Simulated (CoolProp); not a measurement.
Fluorine along the isobar 1.08 MPa: fugacity coefficient from the reference equation and from simpler models built on Tc = -128.7 °C, pc = 5.240 MPa, ω = 0.045; each cubic takes its own stable root.

Values from CoolProp's reference Helmholtz-energy equation of state, de Reuck 1990.

```csv
T (°C),phase,reference,van der Waals,Redlich-Kwong,Peng-Robinson
-186.35,liquid,0.1137,0.4025,0.1017,0.1182
-155.95,gas,0.8715,0.8999,0.8748,0.8665
-125.45,gas,0.9376,0.9423,0.9350,0.9279
-94.95,gas,0.9657,0.9640,0.9629,0.9578
-64.55,gas,0.9798,0.9763,0.9775,0.9741
-34.05,gas,0.9877,0.9840,0.9860,0.9838
-3.65,gas,0.9926,0.9889,0.9912,0.9898
26.85,gas,0.9957,0.9923,0.9945,0.9937
```
